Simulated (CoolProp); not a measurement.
Vapour-liquid equilibrium of ethanol (1) + cyclohexane (2) at 0.245 MPa; x and y are mole fractions of (1).

Model: multi-fluid Helmholtz-energy mixture model, Schroeder 2014 and Zhou 2014; pair parameters Bell 2016, in CoolProp.

```tsv
x	bubble temperature (K)	y at the bubble point	dew temperature at overall composition x (K)	liquid density (mol/L)
0.05	378.0	(withheld)	384.5	8.405
0.125	371.6	0.369	381.6	8.749
0.2	368.7	0.442	378.6	9.084
0.275	(withheld)	0.481	375.5	9.437
0.35	366.7	0.504	372.4	9.821
0.425	366.4	0.519	369.3	10.25
0.5	366.3	0.532	366.8	10.72
0.575	366.3	0.546	366.6	11.25
0.65	366.5	0.566	368.0	(withheld)
0.725	366.9	0.598	(withheld)	12.49
0.8	368.0	0.650	371.4	13.21
0.875	(withheld)	0.735	373.1	13.99
0.95	372.9	0.870	374.7	14.83
```

### Question
Complete the blanks.

### Answer

- 0.05, y at the bubble point: 0.215
- 0.275, bubble temperature (K): 367.3
- 0.65, liquid density (mol/L): 11.84
- 0.725, dew temperature at overall composition x (K): 369.6
- 0.875, bubble temperature (K): 369.9

y crosses x between x = 0.5 and 0.575: the model has an azeotrope there.

Pair parameters are fitted to limited data, so mixtures are less certain than the pure fluids.
